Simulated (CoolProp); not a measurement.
The fluid at 298.15 K and 0.0106 MPa is compressed adiabatically to 0.0423 MPa with isentropic efficiency 0.85. The same conditions are run with several fluids, on thermodynamics alone (safety and materials aside).

The numbers come from the reference Helmholtz-energy equation of state of each fluid (n-hexane: Thol 2019; trans-2-butene: Lemmon 2005; R227EA: Lemmon 2016; cyclopentane: Gedanitz 2015) in CoolProp.

| fluid | work (kJ/kg) | final temperature (K) | final density (kg/m³) |
|---|---|---|---|
| n-hexane | 48.1 | 327.1 | 1.37 |
| trans-2-butene | 76.4 | 345.1 | 0.834 |
| R227EA | 24.6 | 328.5 | 2.65 |
| cyclopentane | 61.0 | 345.6 | 1.04 |
